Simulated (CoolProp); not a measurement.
Toluene along the isotherm 346.85 °C: density (kg/m³) from the reference equation and from simpler models built on Tc = 318.6 °C, pc = 4126 kPa, ω = 0.266; each cubic takes its own stable root.

The numbers come from the reference Helmholtz-energy equation of state, Lemmon 2006 in CoolProp. It is a short technical equation, of lower accuracy than the large ones.

```json
[
 {"p (kPa)": "619", "phase": "gas", "reference": "11.63"},
 {"p (kPa)": "1240", "phase": "gas", "reference": "24.62"},
 {"p (kPa)": "1860", "phase": "gas", "reference": "39.33"},
 {"p (kPa)": "2480", "phase": "gas", "reference": "56.38"},
 {"p (kPa)": "3090", "phase": "gas", "reference": "76.43"},
 {"p (kPa)": "3710", "phase": "gas", "reference": "101.9"},
 {"p (kPa)": "4330", "phase": "supercritical", "reference": "136.4"},
 {"p (kPa)": "4950", "phase": "supercritical", "reference": "190.0"},
 {"p (kPa)": "5570", "phase": "supercritical", "reference": "291.3"},
 {"p (kPa)": "6190", "phase": "supercritical", "reference": "374.1"}
]
```

Problem. How far does each simpler model (ideal gas, van der Waals, Peng-Robinson) lie from the reference over these 10 states: mean and median of the absolute difference, and the worst?

Solution. 
- ideal gas: mean 34.7 %, median 31.3 %, worst -70.4 % at 346.85 °C and 6190 kPa
- van der Waals: mean 5.8 %, median 3.6 %, worst -21.2 % at 346.85 °C and 6190 kPa
- Peng-Robinson: mean 2.7 %, median 0.4 %, worst -13.9 % at 346.85 °C and 6190 kPa
